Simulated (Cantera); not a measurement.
Input: 1 mol Si2Cl6, 19 mol NH3, 1.5 mol H2, at 43.0 mbar.

Cantera equilibrium calculation (NASA polynomials, part measured and part estimated; ideal gas, pure solids and liquids). Candidate condensed phases: NH4Cl, Si, Si3N4; 28 gas species. The feed counts by its element totals alone. The tables' values for SiCl3, SiCl are old estimates; treat these amounts as uncertain. Kinetics and transport are ignored. All values below are at 1675 K.

Base state: H2 0.665, N2 0.207, HCl 0.111, SiCl2 0.0158, H 0.000457, SiCl3 0.000408, Cl 5.95e-5, SiHCl3 2.36e-5 (mole fractions); condensed: Si3N4(s).

Task: What changes in the equilibrium state with this change: pressure from 43.0 mbar to 0.100 bar?

Result: 
```
species         before    after
-------------  -------  -------
H2               0.665    0.663
N2               0.207    0.205
HCl              0.111    0.121
SiCl2           0.0158   0.0109
SiCl           1.30e-5  5.34e-6
SiCl4          2.18e-5  4.17e-5
SiHCl3         2.36e-5  4.12e-5
Si3N4(s), mol    0.440    0.508
```
The tables' values for SiCl3 are old estimates; treat these amounts as uncertain.
